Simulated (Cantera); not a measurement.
A freely propagating, adiabatic, planar premixed flame of CH4 : O2 : N2 = 1 : 1.43 : 6.14 (molar parts), unburnt at 500 K and 0.859 atm; mixture-averaged transport, grid criteria slope 0.08 and curve 0.16, no radiation.

Detailed kinetics in Cantera: GRI-Mech 3.0 (53 species, 325 reactions). Burning velocities carry a grid error of a few per cent, more on coarse grids.

Predict: laminar burning velocity; thermal thickness; peak x(O); peak x(C2H2); peak x(HO2); peak x(CH2CO).


| Quantity | Result |
|---|---|
| laminar burning velocity | 33.1 cm/s |
| thermal thickness | 0.893 mm |
| peak x(O) | 0.000108 |
| peak x(C2H2) | 0.00159 |
| peak x(HO2) | 6.44e-5 |
| peak x(CH2CO) | 0.000318 |
